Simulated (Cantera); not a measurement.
# Thermodynamics of silicon carbide growth, feed (CH3)2SiCl2 + HCl + H2

Input: 1 mol (CH3)2SiCl2, 4.5 mol HCl, 2.9 mol H2, held at 2623 K.

Cantera equilibrium calculation (NASA polynomials, part measured and part estimated; ideal gas, pure solids and liquids). Candidate condensed phases: C, C6H6, C7H8, C8H18, Si, SiC; 109 gas species. The feed counts by its element totals alone. The tables' values for SiCl, SiCl3 are old estimates; treat these amounts as uncertain. Gases not in the tables: Si2H6 and higher silanes. Rates play no part.

```csv
P (Pa),x H2,x H,x HCl,x Cl,x SiCl2,x Si,x SiC2,n C(graphite)
100,0.130,0.480,0.0926,0.240,0.000284,0.0366,0.0133,1.15
240,0.194,0.378,0.154,0.211,0.00135,0.0389,0.0141,1.28
560,0.254,0.284,0.221,0.173,0.00491,0.0387,0.0140,1.35
1300,0.309,0.205,0.281,0.131,0.0134,0.0344,0.0125,1.44
3200,0.362,0.142,0.327,0.0895,0.0285,0.0257,0.00931,1.54
7500,0.406,0.0980,0.352,0.0594,0.0448,0.0167,0.00605,1.64
18000,0.442,0.0660,0.365,0.0382,0.0594,0.00930,0.00338,1.71
42000,0.466,0.0444,0.373,0.0248,0.0696,0.00474,0.00172,1.75
100000,0.483,0.0293,0.378,0.0160,0.0759,0.00219,0.000795,1.77
```
x: gas mole fraction; n: condensed amount in mol.

From 1.00 mbar to 1.00 bar the condensed part is C(graphite). The main Si-bearing gas is Si at 1.00 mbar and SiCl2 at 1.00 bar.
